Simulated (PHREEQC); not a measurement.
PHREEQC input (ion-association model, wateq4f.dat):

```
SOLUTION_MASTER_SPECIES
  An  An-  0  An  62.0  # stands for a non-complexing anion
SOLUTION_SPECIES
  An- = An-
    -log_k 0
    -gamma 3.0 0
PHASES
  Fix_H+
    H+ = H+
    -log_k 0
SOLUTION 1
  temp 25
  units mmol/kgw
  pH 7 charge
  Cl 9.646
  Cu(2) 4.8
  S(6) 0.034
  Na 50.068
  Zn 0.023
  An 50
END
SELECTED_OUTPUT 1
  -reset false
  -pH true
  -pe true
  -ionic_strength true
  -water true
  -totals Cl Cu Na S Zn Cu(1) Cu(2) S(-2) S(6)
  -molalities Hfo_wOH Hfo_wOH2+ Hfo_wO- Hfo_sOH Hfo_sOH2+ Hfo_sO- Hfo_sOCu+ Hfo_wOCu+ Hfo_sOZn+ Hfo_wOZn+
    Hfo_wSO4- Hfo_wOHSO4-2
  -saturation_indices Cu(OH)2 Brochantite Antlerite Atacamite Zn(OH)2-e Zn4(OH)6SO4 Zn5(OH)8Cl2 Halite Mirabilite Chalcanthite
    Goslarite
USER_PUNCH 1
  -headings sigma psi
  10 PUNCH EDL("sigma", "Hfo"), EDL("psi", "Hfo")
PRINT
  -reset false
USE solution 1
SURFACE 1
  Hfo_wOH 0.0103371 600 4.6
  Hfo_sOH 0.000258427
EQUILIBRIUM_PHASES 1
  Fix_H+ -4 HAn 10
    -force_equality true
  O2(g) -0.68 10
END
# ... the last block is repeated for the other 12 points of pH, with NaOH or the acid as the point needs
```

Selected output (columns that matter, 12 of 13 rows; pH added in front):

```
pH	mu	Cl	Cu	Na	S	Zn	si_Cu(OH)2	si_Brochantite	si_Antlerite	si_Atacamite	si_Zn(OH)2-e	si_Zn4(OH)6SO4	si_Zn5(OH)8Cl2	si_Halite
4	0.067324	0.009646	0.0042607	0.050068	1.6981e-08	2.298e-05	-3.3676	-10.497	-8.719	-2.913	-8.4957	-32.629	-35.714	-5.0949
4.67	0.060625	0.009646	0.0023284	0.050068	3.0709e-08	2.2912e-05	-2.2782	-7.1843	-6.4962	-1.3994	-7.145	-28.271	-30.291	-5.0866
5.33	0.057259	0.0096455	0.00051642	0.052744	6.1117e-08	2.2408e-05	-1.6067	-5.4884	-5.4717	-0.7135	-5.8283	-23.995	-25.021	-5.0592
6	0.057425	0.0096452	7.425e-05	0.054842	1.6219e-07	1.914e-05	-1.1161	-4.4369	-4.9108	-0.402	-4.5574	-19.822	-20.006	-5.0422
6.67	0.057965	0.0096449	1.2054e-05	0.056213	6.4475e-07	9.1118e-06	-0.6529	-3.3257	-4.2628	-0.1459	-3.542	-16.502	-16.27	-5.0321
7.33	0.058519	0.0096447	6.7968e-06	0.057374	3.6527e-06	1.8151e-06	-0.2245	-2.1807	-3.5462	0.0505	-2.9301	-14.623	-14.532	-5.0239
8.67	0.059391	0.0096445	2.9791e-05	0.059027	3.1424e-05	5.811e-08	0.5192	-0.9543	-3.0635	0.1974	-2.15	-13.251	-13.312	-5.0126
9.33	0.059673	0.0096444	6.0632e-05	0.059563	3.3772e-05	6.3105e-08	0.8285	-1.007	-3.4254	0.1557	-1.8385	-13.295	-13.075	-5.009
10	0.060008	0.0096443	0.00012436	0.060135	3.3977e-05	1.242e-07	1.1403	-1.0979	-3.8283	0.1093	-1.5229	-13.371	-12.837	-5.0052
10.67	0.06075	0.0096443	0.00026887	0.061158	3.3993e-05	3.0776e-07	1.4741	-1.1051	-4.1692	0.1062	-1.1813	-13.347	-12.47	-4.9987
11.33	0.063271	0.0096442	0.00058215	0.06409	3.3994e-05	1.0766e-06	1.8038	-1.1129	-4.5068	0.1043	-0.841	-13.312	-12.092	-4.9812
12	0.074262	0.0096442	0.0012617	0.075799	3.3994e-05	6.2232e-06	2.1044	-1.2783	-4.9727	0.0294	-0.5958	-13.699	-12.217	-4.9196
```

Along this series the solution becomes supersaturated in solids that the run did not let form, among them Cu(OH)2, Atacamite. The database's constant for dissolved Cu(OH)2 is higher than later reviews accept.
